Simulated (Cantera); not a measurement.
Input: 1 mol SiH4, 0.59 mol N2O, 11 mol N2, held at 1300 K and 10000 Pa.

Method: chemical equilibrium by Gibbs-energy minimisation in Cantera with the NASA 1993 tables (ideal gas, pure condensed phases). Candidate condensed phases: H2O, Si, SiO2, Si2N2O, Si3N4; 35 gas species. Mutual solubility and eutectic melting of coexisting phases are not modelled. The tables hold silica as quartz up to 1696 K and as liquid above; real silica turns to tridymite and cristobalite and melts near 1996 K. Equilibrium is a limit: real reactors are often held back by kinetics, nucleation or transport.

Base state: N2 0.848, H2 0.152, H2O 3.15e-5 (mole fractions); condensed: SiO2(β-quartz) + Si2N2O(s).

### Question
What changes in the equilibrium state with this change: temperature from 1300 K to 1698.15 K?

### Answer
| species | before | after |
|---|---|---|
| N2 | 0.848 | 0.843 |
| H2 | 0.152 | 0.151 |
| SiO | 1.02e-7 | 0.00543 |
| H | 1.37e-6 | 0.000178 |
| H2O | 3.15e-5 | 7.38e-5 |
| SiO2(β-quartz), mol | 0.0597 | 0 |
| Si2N2O(s), mol | 0.470 | 0.446 |
| SiO2(condensed), mol | 0 | 0.0354 |
